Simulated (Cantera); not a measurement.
Input (Python, Cantera) and output of one run.

```python
import numpy as np
import cantera as ct

gas_names = [...]  # 148 gases of nasa_gas.yaml made of Al, C, H, N, O
cond_names = """
    AL(cr) AL(L) ALN(s) AL2O3(a) AL2O3(L) C(gr) C6H6(L) C7H8(L) C8H18(L),n-octa H2O(s) H2O(L)
""".split()


# ... load() reads the species with a 1 bar reference pressure and builds the phases ...
atoms = {
    'Al(CH3)3': {'AL': 1, 'C': 3, 'H': 9},
    'H2O': {'H': 2, 'O': 1},
    'N2': {'N': 2},
}
top_T = {'ALN(s)': 2750, 'C(gr)': 4500}  # K; cautious upper limits of use, not melting points


# ... equilibrate(T, P, feed) seeds the gas with the atoms and calls Mixture.equilibrate('TP', solver="vcs", rtol=1e-11, max_steps=5000) ...
results = []
T = 2198  # K
P = 10000  # Pa
for m in [2.5, 4.2, 6.8, 11, 18, 30, 50, 82, 130, 220]:
    feed = {'Al(CH3)3': 1, 'H2O': 1.4, 'N2': m}  # mol
    mix = equilibrate(T, P, feed)
    results.append((T, P, feed, dict(zip(mix.species_names, mix.species_moles))))

top = {s: max(r[3][s] / sum(r[3][g] for g in gas_names) for r in results) for s in gas_names}
cols = sorted((s for s in top if top[s] > 1e-05), key=lambda s: -top[s])[:6]
seen = [c for c in cond_names if any(r[3].get(c, 0) > 1e-12 for r in results)]
print("log10 of partial pressures in bar; condensed amounts in mol")
print(f"{'n(N2)':>10s}" + "".join(f"{s[:9]:>10s}" for s in cols + seen))
for T, P, feed, n in results:
    ng = sum(n[g] for g in gas_names)
    print(f"{feed['N2']:10.4g}" + "".join(f"{np.log10(max(n[s] / ng * P / 1e5, 1e-99)):10.3f}" for s in cols)
          + "".join(f"{n.get(c, 0):10.4g}" for c in seen))
```

It prints:

```
log10 of partial pressures in bar; condensed amounts in mol
     n(N2)        N2        H2        CO        AL         H       HCN    ALN(s)     C(gr)
       2.5    -1.664    -1.242    -1.858    -2.375    -2.875    -2.977    0.5398     1.465
       4.2    -1.484    -1.310    -1.924    -2.465    -2.909    -2.921    0.5704     1.425
       6.8    -1.348    -1.400    -2.011    -2.532    -2.954    -2.898     0.555     1.379
        11    -1.244    -1.517    -2.125    -2.585    -3.013    -2.904    0.4923     1.323
        18    -1.165    -1.663    -2.267    -2.624    -3.086    -2.938    0.3626     1.252
        30    -1.109    -1.839    -2.437    -2.652    -3.174    -2.998    0.1237     1.158
        50    -1.070    -2.030    -2.621    -2.776    -3.269    -3.074         0      1.04
        82    -1.045    -2.228    -2.811    -2.963    -3.368    -3.160         0    0.8952
       130    -1.029    -2.424    -2.995    -3.147    -3.466    -3.250         0    0.7283
       220    -1.018    -2.656    -3.213    -3.363    -3.582    -3.361         0     0.491
```

Cantera equilibrium calculation (NASA polynomials, part measured and part estimated; ideal gas, pure solids and liquids). The feed counts by its element totals alone.
